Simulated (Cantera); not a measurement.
## Equilibrium for boron, boron nitride and boron oxide: BF₃ + H₂ + N₂ + O₂

Charge: 1 mol BF₃, 79 mol H₂, 6.3 mol N₂, 3.5 mol O₂, at 710 Pa.

Cantera equilibrium calculation (NASA polynomials, part measured and part estimated; ideal gas, pure solids and liquids). Candidate condensed phases: B, BN, B₂O₃, B₃O₃H₃, H₂O; 62 gas species. Gases not in the tables: H₃BO₃. Rates play no part.

```
T (°C)  log p H₂  log p N₂  log p H₂O  log p HF  log p H  n B₂O₃(l)
------  --------  --------  ---------  --------  -------  ---------
675        -2.23     -3.29      -3.32     -3.70   -10.40      0.377
775        -2.23     -3.29      -3.33     -3.67    -9.23      0.404
875        -2.23     -3.29      -3.34     -3.66    -8.26      0.326
975        -2.23     -3.29      -3.34     -3.72    -7.45          0
1075       -2.23     -3.29      -3.34     -3.71    -6.75          0
1175       -2.23     -3.29      -3.34     -3.70    -6.15          0
1275       -2.23     -3.29      -3.34     -3.70    -5.63          0
1375       -2.23     -3.29      -3.35     -3.70    -5.17          0
1475       -2.23     -3.29      -3.35     -3.70    -4.76          0
1575       -2.24     -3.29      -3.35     -3.70    -4.39          0
1675       -2.24     -3.29      -3.35     -3.70    -4.07          0
1775       -2.24     -3.30      -3.35     -3.70    -3.77          0
```
log p: log10 of the partial pressure in bar; n: condensed amount in mol.

From 675 °C to 875 °C the condensed part is B₂O₃(l). From 975 °C to 1775 °C nothing is condensed.
